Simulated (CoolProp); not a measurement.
C3F8 (R218) along the isotherm 361.5 K: Z from the reference equation and from simpler models built on Tc = 345.0 K, pc = 26.40 bar, ω = 0.317; each cubic takes its own stable root.

Model: reference Helmholtz-energy equation of state, Lemmon 2006, in CoolProp. It is a short technical equation, of lower accuracy than the large ones.

```json
[
 {"p (bar)": "16.7", "phase": "gas", "reference": "0.7906"},
 {"p (bar)": "33.3", "phase": "supercritical", "reference": "0.4338"},
 {"p (bar)": "50", "phase": "supercritical", "reference": "0.3345"},
 {"p (bar)": "66.7", "phase": "supercritical", "reference": "0.4014"},
 {"p (bar)": "83.3", "phase": "supercritical", "reference": "0.4741"},
 {"p (bar)": "100", "phase": "supercritical", "reference": "0.5477"},
 {"p (bar)": "117", "phase": "supercritical", "reference": "0.6220"},
 {"p (bar)": "133", "phase": "supercritical", "reference": "0.6912"},
 {"p (bar)": "150", "phase": "supercritical", "reference": "0.7639"},
 {"p (bar)": "167", "phase": "supercritical", "reference": "0.8357"},
 {"p (bar)": "183", "phase": "supercritical", "reference": "0.9025"},
 {"p (bar)": "200", "phase": "supercritical", "reference": "0.9728"}
]
```

How far does each simpler model (van der Waals, Redlich-Kwong, Soave-Redlich-Kwong) lie from the reference over these 12 states: mean and median of the absolute difference, and the worst?


- van der Waals: mean 25.2 %, median 29.0 %, worst +29.3 % at 361.5 K and 83.3 bar
- Redlich-Kwong: mean 4.1 %, median 3.4 %, worst +9.9 % at 361.5 K and 50 bar
- Soave-Redlich-Kwong: mean 5.7 %, median 4.8 %, worst +15.1 % at 361.5 K and 50 bar
